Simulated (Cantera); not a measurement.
A perfectly stirred reactor is fed with CH4 : O2 : N2 = 1 : 4.26 : 16 (molar parts), equivalence ratio 0.47, at 7500 Torr; it is adiabatic with a 450 K inlet, and is followed from long to short residence time, starting on the burning branch (τ in s: 0.22, 0.078, 0.027, 0.0096, 0.0034, 0.0012, 0.00042, 0.00015, 5.2e-05, 1.8e-05).

Model: GRI-Mech 3.0 (53 species, 325 reactions), integrated in Cantera.

**Question.** Predict: blow-out, bracketed by the residence times tried; x(CH4) at τ = 0.220 s; x(O2) at τ = 0.220 s; x(CO) at τ = 0.220 s; x(N2O) at τ = 0.220 s; x(CO2) at τ = 0.220 s; x(CH4) at τ = 1.20 ms; x(O2) at τ = 1.20 ms.

**Answer.** 
```json
{
 "blow_out_bracketed_by_the_residence_times_tried": "burning at 3.40 ms, out at 1.20 ms",
 "x(CH4) at τ = 0.220 s": "1.03e-5",
 "x(O2) at τ = 0.220 s": "0.106",
 "x(CO) at τ = 0.220 s": "8.92e-5",
 "x(N2O) at τ = 0.220 s": "4.55e-7",
 "x(CO2) at τ = 0.220 s": "0.0469",
 "x(CH4) at τ = 1.20 ms": "0.0470",
 "x(O2) at τ = 1.20 ms": "0.200"
}
```
